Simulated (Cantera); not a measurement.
Input: 1 mol PbO, 0.52 mol CO, at 133 Pa.

Method: chemical equilibrium by Gibbs-energy minimisation in Cantera with the NASA 1993 tables (ideal gas, pure condensed phases). Candidate condensed phases: C, Pb, PbO, PbO₂, Pb₃O₄; 15 gas species. Equilibrium is a limit: real reactors are often held back by kinetics, nucleation or transport. All values below are at 2200 K.

Base state: Pb 0.498, CO₂ 0.198, O₂ 0.136, CO 0.0883, PbO 0.0522, O 0.0274 (mole fractions); condensed: gas only.

**Question.** What changes in the equilibrium state with this change: CO from 0.52 to 5.9 mol?

**Answer.** 
```json
[
 {"species": "CO", "before": "0.0883", "after": "0.713"},
 {"species": "Pb", "before": "0.498", "after": "0.143"},
 {"species": "CO₂", "before": "0.198", "after": "0.139"},
 {"species": "O₂", "before": "0.136", "after": "0.00103"},
 {"species": "PbO", "before": "0.0522", "after": "0.00130"},
 {"species": "O", "before": "0.0274", "after": "0.00238"}
]
```
